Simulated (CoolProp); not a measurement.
Properties of R1123 along the isobar 262 kPa (Tc = 58.6 °C, pc = 4549 kPa, ω = 0.243).

Values from CoolProp's reference Helmholtz-energy equation of state, Akasaka 2020.

```
T (°C)  phase  density (kg/m³)  speed of sound (m/s)  expansivity (1/kK)
------  -----  ---------------  --------------------  ------------------
52.65     gas            8.109                 189.9               3.303
60.75     gas            7.898                 192.4               3.205
68.95     gas            7.697                 194.8               3.112
77.05     gas            7.508                 197.1               3.027
85.15     gas            7.328                 199.4               2.947
93.35     gas            7.155                 201.7               2.870
101.45    gas            6.993                 204.0               2.799
109.65    gas            6.836                 206.2               2.731
117.75    gas            6.688                 208.4               2.667
125.95    gas            6.545                 210.6               2.606
134.05    gas            6.410                 212.7               2.548
142.15    gas            6.281                 214.8               2.493
150.35    gas            6.155                 216.9               2.440
158.45    gas            6.036                 219.0               2.390
166.65    gas            5.920                 221.0               2.341
```
